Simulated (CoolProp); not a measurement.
A closed Brayton cycle with nitrogen: compressor inlet 320.15 K and 5 MPa, high pressure 12.7 MPa, turbine inlet 895 K, compressor efficiency 0.89, turbine efficiency 0.9, recuperator effectiveness 0.9 (on enthalpy, no pinch check). Each further row changes one setting.

The numbers come from the reference Helmholtz-energy equation of state, Span 2000 in CoolProp.

```json
[
 {"case": "as stated", "thermal efficiency (%)": "___", "net work (kJ/kg)": "86.8", "compressor to turbine work": "0.57", "compressor exit (K)": "431.5", "turbine exit (K)": "718.9"},
 {"case": "turbine inlet 845 K", "thermal efficiency (%)": "33.7", "net work (kJ/kg)": "75.4", "compressor to turbine work": "___", "compressor exit (K)": "431.5", "turbine exit (K)": "677.2"},
 {"case": "compressor inlet 330.15 K", "thermal efficiency (%)": "34.9", "net work (kJ/kg)": "___", "compressor to turbine work": "___", "compressor exit (K)": "___", "turbine exit (K)": "718.9"},
 {"case": "high pressure 10.8 MPa", "thermal efficiency (%)": "36.5", "net work (kJ/kg)": "77.6", "compressor to turbine work": "___", "compressor exit (K)": "___", "turbine exit (K)": "746.9"},
 {"case": "recuperator effectiveness 0.5", "thermal efficiency (%)": "___", "net work (kJ/kg)": "86.8", "compressor to turbine work": "0.57", "compressor exit (K)": "431.5", "turbine exit (K)": "718.9"}
]
```

**Question.** Fill in the missing entries.

**Answer.** 
- as stated, thermal efficiency (%): 36.2
- turbine inlet 845 K, compressor to turbine work: 0.61
- compressor inlet 330.15 K, net work (kJ/kg): 83.0
- compressor inlet 330.15 K, compressor to turbine work: 0.59
- compressor inlet 330.15 K, compressor exit (K): 444.9
- high pressure 10.8 MPa, compressor to turbine work: 0.55
- high pressure 10.8 MPa, compressor exit (K): 410.0
- recuperator effectiveness 0.5, thermal efficiency (%): 23.8
